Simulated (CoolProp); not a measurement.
Vapour-liquid equilibrium of R227EA (1) + isobutene (2) at 48.75 °C; x and y are mole fractions of (1).

Model: multi-fluid Helmholtz-energy mixture model, Lemmon 2016 and Lemmon 2005; pair parameters Bell 2016, in CoolProp.

Question: Give the bubble pressure and the first vapour's composition at x = 0.2, 0.65, 0.8. Is there an azeotrope?

Answer: x = 0.2: 810.6 kPa, y = 0.358; x = 0.65: 948.5 kPa, y = 0.664; x = 0.8: 943.4 kPa, y = 0.780. y crosses x between x = 0.65 and 0.8: the model has an azeotrope there.

Pair parameters are fitted to limited data, so mixtures are less certain than the pure fluids.
